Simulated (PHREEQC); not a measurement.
Dissolve 0.054 mol/kgw H3PO4 and 0.088 mol/kgw Na2SO4 at 25 °C. Closed to the air; pH follows from the charge balance.

Equilibrium calculation in PHREEQC: ion-association model, phreeqc.dat.

| quantity | before | after |
|---|---|---|
| pH | 2.07 | 2.90 |
| ionic strength (mol/kgw) | 0.231 | 0.231 |

Question: Name the change that produced these shifts.
A) diluted 100-fold with water
B) H3PO4 from 0.054 to 0.0054 mol/kgw
C) Na2SO4 left out
D) Na2SO4 from 0.088 to 0.44 mol/kgw
E) H3PO4 left out

Answer: B, H3PO4 from 0.054 to 0.0054 mol/kgw

No solid was allowed to form.
